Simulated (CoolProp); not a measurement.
Vapour-liquid equilibrium of cyclohexane (1) + toluene (2) at 365.1 K; x and y are mole fractions of (1).

Values from CoolProp's multi-fluid Helmholtz-energy mixture model, Zhou 2014 and Lemmon 2006; pair parameters Bell 2016.

| x | bubble pressure (bar) | y at the bubble point | dew pressure at overall composition x (bar) | liquid density (mol/L) |
|---|---|---|---|---|
| 0.05 | 0.6384 | 0.137 | 0.5988 | 8.645 |
| 0.2 | 0.8019 | 0.411 | 0.6704 | 8.600 |
| 0.35 | 0.9427 | 0.582 | 0.7593 | 8.556 |
| 0.5 | 1.066 | 0.703 | 0.8708 | 8.515 |
| 0.65 | 1.176 | 0.800 | 1.010 | 8.478 |
| 0.8 | 1.277 | 0.887 | 1.175 | 8.446 |
| 0.95 | 1.372 | 0.971 | 1.349 | 8.419 |

No azeotrope shows between x = 0.05 and 0.95.

Pair parameters are fitted to limited data, so mixtures are less certain than the pure fluids.
